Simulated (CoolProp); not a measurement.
A closed Brayton cycle with carbon dioxide: compressor inlet 322.15 K and 9.1 MPa, high pressure 29.2 MPa, turbine inlet 925 K, compressor efficiency 0.85, turbine efficiency 0.9, recuperator effectiveness 0.8 (on enthalpy, no pinch check). Each further row changes one setting.

Computed with CoolProp (reference Helmholtz-energy equation of state, Span 1996).

| case | thermal efficiency (%) | net work (kJ/kg) | compressor to turbine work | compressor exit (K) | turbine exit (K) |
|---|---|---|---|---|---|
| as stated | 33.1 | 117 | 0.32 | 407.7 | 775.9 |
| turbine inlet 875 K | (withheld) | 107 | 0.34 | 407.7 | 731.0 |
| compressor inlet 332.15 K | 32.0 | 107 | 0.38 | (withheld) | 775.9 |
| high pressure 24.8 MPa | 31.4 | 104 | 0.30 | (withheld) | 796.0 |
| recuperator effectiveness 0.5 | 24.3 | 117 | 0.32 | 407.7 | 775.9 |

Task: Fill in the missing entries.

Result: 
- turbine inlet 875 K, thermal efficiency (%): 32.1
- compressor inlet 332.15 K, compressor exit (K): 430.6
- high pressure 24.8 MPa, compressor exit (K): 395.4
